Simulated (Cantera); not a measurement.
An isothermal, constant-pressure homogeneous reactor starts with H₂ : O₂ = 0.0086 : 1 (molar parts), equivalence ratio 0.0043, at 975 K and 0.0133 bar.

Computed with Cantera and the H2/O2 subset of GRI-Mech 3.0, which has no nitrogen chemistry. Radical loss at walls, strong at low pressure, is not modelled.

One state of this run: x H₂ = 0.000321; x O₂ = 0.987; x O = 0.00417; x H = 0.000628; x H₂O₂ = 5.75e-8; x HO₂ = 3.12e-6; x OH = 0.000479. x: mole fraction; the columns are a selection and need not sum to one.

Question: Which value of t (s) does it belong to?
A) 6.79
B) 0.0386
C) 0.141
D) 0.512

Answer: B, 0.0386
